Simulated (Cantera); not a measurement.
## Thermodynamics of aluminium nitride and oxide growth, feed Al(CH3)3 + N2 + H2

A closed system holds: 1 mol Al(CH3)3, 2.6 mol N2, 250 mol H2, at 1150 °C and 1200 Pa.

Equilibrium computed with Cantera from the NASA thermochemical tables; the gas is ideal and each condensed phase is pure. Candidate condensed phases: Al, AlN, C, C6H6, C7H8, C8H18; 97 gas species. The feed counts by its element totals alone. The numbers say what is thermodynamically allowed, not how fast it happens.

| Quantity | Result |
|---|---|
| x(H2) | 0.992 |
| x(N2) | 0.00816 |
| x(H) | 6.04e-5 |
| x(HCN) | 5.36e-5 |
| x(CH4) | 4.49e-5 |
| x(C2H2 (acetylene)) | 3.40e-6 |
| n(AlN(s)) | 1.000 mol |
| n(C(graphite)) | 2.97 mol |
| gas amount | 256.6 mol |
| log10 activity of Al(l) (absent) | -3.95 |
